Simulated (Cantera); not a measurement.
# Equilibrium for boron, boron nitride and boron oxide: B₂H₆ + O₂ + N₂

A closed system holds: 1 mol B₂H₆, 0.31 mol O₂, 0.72 mol N₂, at 0.00730 bar.

These are equilibrium values from Cantera (NASA tables, ideal gas, pure condensed phases), not measurements of a reactor. Candidate condensed phases: B, BN, B₂O₃, B₃O₃H₃, H₂O; 39 gas species. The feed counts by its element totals alone. N₂ is the only nitrogen source here; it is nearly inert below about 1500 K, so the nitride shown seldom forms there in practice. Mutual solubility and eutectic melting of coexisting phases are not modelled. The tables' values for BH₂ are old estimates; treat these amounts as uncertain. Kinetics and transport are ignored.

```
T (°C)   x H₂    x HBO    x B₂O₂    x B₂O₃   n B(s)  n BN(s)  n B₂O₃(l)
------  -----  -------  --------  --------  -------  -------  ---------
1075    0.992  0.00662  0.000521   9.15e-5    0.137     1.44      0.197
1100    0.989  0.00921  0.000931  0.000172    0.134     1.44      0.193
1125    0.984   0.0126   0.00163  0.000314    0.129     1.44      0.187
1150    0.978   0.0172   0.00279  0.000562    0.122     1.44      0.179
1175    0.970   0.0230   0.00470  0.000985    0.112     1.44      0.168
1200    0.959   0.0304   0.00775   0.00169   0.0985     1.44      0.151
1225    0.943   0.0398    0.0126   0.00285   0.0785     1.44      0.126
1250    0.921   0.0513    0.0201   0.00472   0.0497     1.44     0.0904
1275    0.892   0.0654    0.0315   0.00768  0.00786     1.44     0.0371
1300    0.881   0.0691    0.0334    0.0123        0     1.44    0.00997
```
x: gas mole fraction; n: condensed amount in mol.

From 1075 °C to 1275 °C the condensed part is B(s) + BN(s) + B₂O₃(l). At 1300 °C the condensed part is BN(s) + B₂O₃(l). The main B-bearing gas is HBO throughout. The share of B in condensed phases is highest at 1075 °C (98.5 %) and lowest at 1300 °C (73.0 %).
